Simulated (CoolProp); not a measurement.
A closed Brayton cycle with carbon dioxide: compressor inlet 332.15 K and 9.5 MPa, high pressure 29.7 MPa, turbine inlet 740 K, compressor efficiency 0.8, turbine efficiency 0.85, recuperator effectiveness 0.95 (on enthalpy, no pinch check). Each further row changes one setting.

Values from CoolProp's reference Helmholtz-energy equation of state, Span 1996.

```json
[
 {"case": "as stated", "thermal efficiency (%)": "26.6", "net work (kJ/kg)": "57.8", "compressor to turbine work": "0.53", "compressor exit (K)": "427.5", "turbine exit (K)": "618.1"},
 {"case": "turbine inlet 690 K", "thermal efficiency (%)": "23.2", "net work (kJ/kg)": "47.4", "compressor to turbine work": "0.58", "compressor exit (K)": "427.5", "turbine exit (K)": "572.2"},
 {"case": "compressor inlet 342.15 K", "thermal efficiency (%)": "24.0", "net work (kJ/kg)": "49.7", "compressor to turbine work": "0.60", "compressor exit (K)": "446.3", "turbine exit (K)": "618.1"},
 {"case": "high pressure 25.2 MPa", "thermal efficiency (%)": "27.1", "net work (kJ/kg)": "53.4", "compressor to turbine work": "0.50", "compressor exit (K)": "413.2", "turbine exit (K)": "635.2"},
 {"case": "recuperator effectiveness 0.5", "thermal efficiency (%)": "18.2", "net work (kJ/kg)": "57.8", "compressor to turbine work": "0.53", "compressor exit (K)": "427.5", "turbine exit (K)": "618.1"}
]
```
